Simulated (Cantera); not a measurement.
Equilibrium for iron carbonyl, mercury and lead vapours: PbO + CO + H2 + O2

Charge: 1 mol PbO, 0.13 mol CO, 2.1 mol H2, 0.021 mol O2, equilibrated at 10000 Pa.

Method: chemical equilibrium by Gibbs-energy minimisation in Cantera with the NASA 1993 tables (ideal gas, pure condensed phases). Candidate condensed phases: C, C6H6, C7H8, C8H18, H2O, Pb, PbO, PbO2, Pb3O4; 113 gas species. Kinetics and transport are ignored.

```
T (K)   x H2  x H2O      x Pb   x CO2     x CO  n Pb(l)
-----  -----  -----  --------  ------  -------  -------
748    0.503  0.438   8.75e-8  0.0436  0.00806     1.00
848    0.516  0.426   2.99e-6  0.0417   0.0163    1.000
948    0.510  0.432   4.79e-5  0.0353   0.0230    1.000
1048   0.504  0.437  0.000447  0.0296   0.0287    0.999
1148   0.498  0.441   0.00280  0.0249   0.0332    0.994
1248   0.489  0.440    0.0130  0.0211   0.0365    0.971
1348   0.469  0.427    0.0478  0.0176   0.0379    0.888
```
x: gas mole fraction; n: condensed amount in mol.

From 748 K to 1348 K the condensed part is Pb(l). The main Pb-bearing gas is Pb throughout.
